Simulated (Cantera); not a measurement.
Feed: 1 mol BN, 0.48 mol H2, held at 2400 °C and 75.0 Torr.

Method: chemical equilibrium by Gibbs-energy minimisation in Cantera with the NASA 1993 tables (ideal gas, pure condensed phases). Candidate condensed phases: B, BN; 15 gas species. The tables' values for BH2 are old estimates; treat these amounts as uncertain. Kinetics and transport are ignored.

Base state: N2 0.481, H2 0.408, H 0.104, B 0.00408, BH2 0.00245, BH 0.000295, BN 0.000262 (mole fractions); condensed: B(l).

What changes in the equilibrium state with this change: temperature from 2400 °C to 2200 °C?


```csv
species,before,after
H2,0.408,0.492
N2,0.481,0.456
H,0.104,0.0495
BH2,0.00245,0.00180
B,0.00408,0.000668
BN,0.000262,5.73e-5
BH,0.000295,8.30e-5
"B(l), mol",0.993,0.842
"BN(s), mol",0,0.156
```
Mutual solubility and eutectic melting of coexisting phases are not modelled.
